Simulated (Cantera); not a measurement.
Feed: 1 mol CH3SiH3, 0.83 mol CH4, 11 mol H2, at 0.133 bar.

These are equilibrium values from Cantera (NASA tables, ideal gas, pure condensed phases), not measurements of a reactor. Candidate condensed phases: C, C6H6, C7H8, C8H18, Si, SiC; 87 gas species. The feed counts by its element totals alone. Kinetics and transport are ignored. All values below are at 1325 K.

Base state: H2 0.999, CH4 0.000893 (mole fractions); condensed: C(graphite) + SiC(s).

### Question
What changes in the equilibrium state with this change: CH3SiH3 replaced by SiH2Cl2?

### Answer
| species | before | after |
|---|---|---|
| H2 | 0.999 | 0.885 |
| HCl | 0 | 0.104 |
| SiCl2 | 0 | 0.00487 |
| SiCl4 | 0 | 0.00345 |
| SiCl3 | 0 | 0.00176 |
| C(graphite), mol | 0.816 | 0 |
| SiC(s), mol | 1.00 | 0.830 |
The tables' values for SiCl3 are old estimates; treat these amounts as uncertain.
